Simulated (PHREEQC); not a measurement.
Dissolve 0.097 mol NH4HF2, 0.02 mol (NH4)2SiF6, 0.0014 mol HBF4 and 0.21 mol HCl per kg of water at 20 °C. Closed to the air; pH follows from the charge balance.

Computed with PHREEQC (ion-association model, phreeqc.dat).

```csv
quantity,before,after
pH,1.03,1.03
ionic strength (mol/kgw),0.275,0.276
HF (mol/kgw),0.189,0.188
F- (mol/kgw),0.00230,0.00249
HF2- (mol/kgw),0.00158,0.00162
NH3 (mol/kgw),3.59e-10,2.47e-10
SI of Quartz (SiO2),-7.66,-8.01
```

Q: Name the change that produced these shifts.
A) temperature from 20 to 15 °C
B) HBF4 replaced by HF at the same molality
C) NH4HF2 replaced by NH4HS at the same molality
D) 0.01 mol/kgw HF added
E) diluted 100-fold with water

A: A, temperature from 20 to 15 °C

No solid was allowed to form. SiF6-2 is the database's only silicon fluoride. Real BF4- forms and hydrolyses slowly; the run takes it at equilibrium.
